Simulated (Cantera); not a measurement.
An adiabatic, constant-volume homogeneous reactor starts with 9.70 % CH₃OH, 7.65 % O₂, 70.4 % N₂, 11.6 % H₂O, 0.601 % CO₂, equivalence ratio 1.9, at 1025 K and 1.00 bar.

Cantera simulation using GRI-Mech 3.0 (53 species, 325 reactions); the numbers are that mechanism's predictions, not measurements. GRI-Mech 3.0 was tuned for natural gas; its chemistry of methanol as a main component is partial and can be far from experiment.

Predict: time of steepest temperature rise; temperature at 0.500 s; equilibrium temperature; x(O₂) at 0.500 s; x(H₂O) at 0.500 s; x(HCN) at 0.500 s.


```json
{
 "time_of_steepest_temperature_rise": "0.246 s",
 "temperature at 0.500 s": "1931 K",
 "equilibrium_temperature": "1931 K",
 "x(O₂) at 0.500 s": "1.24e-7 (gas-phase equilibrium 1.24e-7)",
 "x(H₂O) at 0.500 s": "0.209 (gas-phase equilibrium 0.209)",
 "x(HCN) at 0.500 s": "1.09e-8 (gas-phase equilibrium 1.76e-8)"
}
```
